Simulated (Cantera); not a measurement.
Charge: 1 mol SiHCl₃, 0.1 mol HCl, 51 mol N₂, at 2200 Pa.

Cantera equilibrium calculation (NASA polynomials, part measured and part estimated; ideal gas, pure solids and liquids). Candidate condensed phases: NH₄Cl, Si, Si₃N₄; 28 gas species. N₂ is the only nitrogen source here; it is nearly inert below about 1500 K, so the nitride shown seldom forms there in practice. The tables' values for SiCl₃, SiCl are old estimates; treat these amounts as uncertain. Equilibrium is a limit: real reactors are often held back by kinetics, nucleation or transport.

x: gas mole fraction; n: condensed amount in mol.

| T (K) | x N₂ | x HCl | x SiCl₂ | x SiCl₄ | x SiCl₃ | n Si₃N₄(s) |
|---|---|---|---|---|---|---|
| 1098 | 0.970 | 0.0192 | 9.93e-6 | 0.00995 | 8.39e-5 | 0.158 |
| 1148 | 0.970 | 0.0193 | 3.77e-5 | 0.00983 | 0.000183 | 0.158 |
| 1198 | 0.970 | 0.0194 | 0.000127 | 0.00962 | 0.000371 | 0.157 |
| 1248 | 0.969 | 0.0195 | 0.000382 | 0.00923 | 0.000699 | 0.153 |
| 1298 | 0.969 | 0.0195 | 0.00103 | 0.00851 | 0.00121 | 0.146 |
| 1348 | 0.968 | 0.0194 | 0.00248 | 0.00726 | 0.00189 | ? |
| 1398 | 0.967 | 0.0192 | 0.00519 | 0.00541 | 0.00256 | ? |
| 1448 | 0.965 | 0.0188 | 0.00916 | 0.00325 | 0.00285 | ? |
| 1498 | 0.963 | 0.0182 | 0.0134 | 0.00150 | 0.00251 | ? |
| 1548 | 0.962 | 0.0175 | 0.0163 | 0.000639 | 0.00193 | 0 |
| 1598 | 0.962 | 0.0181 | 0.0167 | 0.000424 | 0.00169 | 0 |
| 1648 | 0.961 | 0.0185 | 0.0171 | 0.000277 | 0.00147 | 0 |
| 1698 | 0.961 | 0.0187 | 0.0174 | 0.000175 | 0.00124 | 0 |
| 1748 | 0.961 | 0.0188 | 0.0177 | 0.000105 | 0.00102 | 0 |

### Question
Complete the blanks.

### Answer

- 1348, n Si₃N₄(s): 0.130
- 1398, n Si₃N₄(s): 0.102
- 1448, n Si₃N₄(s): 0.0648
- 1498, n Si₃N₄(s): 0.0259
